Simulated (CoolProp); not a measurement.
Vapour-liquid equilibrium of R134a (1) + R141b (2) at 234.3 K; x and y are mole fractions of (1).

Values from CoolProp's multi-fluid Helmholtz-energy mixture model, Tillner-Roth 1994 and Lemmon 2006; pair parameters Bell 2016.

Q: Give the bubble pressure and the first vapour's composition at x = 0.2, 0.425, 0.65. Is there an azeotrope?

A: x = 0.2: 20.83 kPa, y = 0.867; x = 0.425: 33.84 kPa, y = 0.935; x = 0.65: 42.04 kPa, y = 0.960. No azeotrope shows between x = 0.05 and 0.95.

Pair parameters are fitted to limited data, so mixtures are less certain than the pure fluids. With so large a gap from Raoult's law the liquid may split in two, which this calculation doesn't test in full.
